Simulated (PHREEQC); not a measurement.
A made-up water analysis in mmol/kgw, 25 °C, pH 7.42, pe 9.4:

```tsv
constituent	mmol/kgw
Na	0.225
K	0.00142
Ca	0.0914
Mg	0.0811
Cl	0.398
S(6)	0.00967
Alkalinity (meq/kgw)	0.179
Ba	0.00693
Br	0.00694
Zn	0.00242
```

Na is adjusted to close the charge balance.
Valence states are taken as typed.

All values are PHREEQC results (ion-association model, phreeqc.dat), not measurements.

This is a speciation only: nothing precipitates in the calculation.

Question: Order these C species by the share of C that they hold, largest first: CO3-2, CO2, HCO3-.

Answer: HCO3- (92 %), CO2 (7.6 %), CO3-2 (0.12 %)

The pH is 7.42 and the ionic strength 0.000793 mol/kgw.
